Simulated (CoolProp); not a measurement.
A single-stage vapour-compression cycle with the fluid: evaporating at 289.15 K (dew point), condensing at 330.15 K (bubble point), superheat 10 K, subcooling 0 K, compressor efficiency 0.6, no pressure losses. The same conditions are run with several fluids, on thermodynamics alone (safety and materials aside).

The numbers come from the reference Helmholtz-energy equation of state of each fluid (R114: Platzer 1990; propylene: Lemmon 2013; chloromethane (R40): Thol 2014; R11: Jacobsen 1992; R245fa: Akasaka 2015; n-hexane: Thol 2019) in CoolProp. The equations of Platzer and Polt are older, rougher fits.

| fluid | cooling COP | pressure ratio | discharge temperature (K) | refrigerating effect (kJ/kg) | volumetric capacity (kJ/m³) |
|---|---|---|---|---|---|
| R114 | 3.42 | 3.38 | 344.2 | 97.0 | 1110 |
| propylene | ___ | ___ | 362.0 | 254 | 4610 |
| chloromethane (R40) | 3.54 | ___ | 407.7 | ___ | 3170 |
| R11 | 3.72 | 3.77 | 370.9 | ___ | 665 |
| R245fa | 3.52 | 4.03 | 350.8 | 150 | 883 |
| n-hexane | 3.63 | 5.14 | 346.4 | 293 | 138 |

Q: Complete the blanks.

A: 
- propylene, cooling COP: 3.12
- propylene, pressure ratio: 2.60
- chloromethane (R40), pressure ratio: 3.02
- chloromethane (R40), refrigerating effect (kJ/kg): 326
- R11, refrigerating effect (kJ/kg): 153
